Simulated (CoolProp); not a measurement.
The numbers come from the reference Helmholtz-energy equation of state, Marx 1992 in CoolProp.

### Question
Give the vapour pressure (MPa), vapour density (kg/m³), liquid cp (kJ/(kg K)) of saturated R113 at 334.9, 393.3, 407.9 K.

### Answer
| T (K) | p (MPa) | vapour density (kg/m³) | liquid cp (kJ/(kg K)) |
|---|---|---|---|
| 334.9 | 0.158 | 11.3 | 0.956 |
| 393.3 | 0.683 | 46.6 | 1.04 |
| 407.9 | 0.917 | 63.2 | 1.07 |
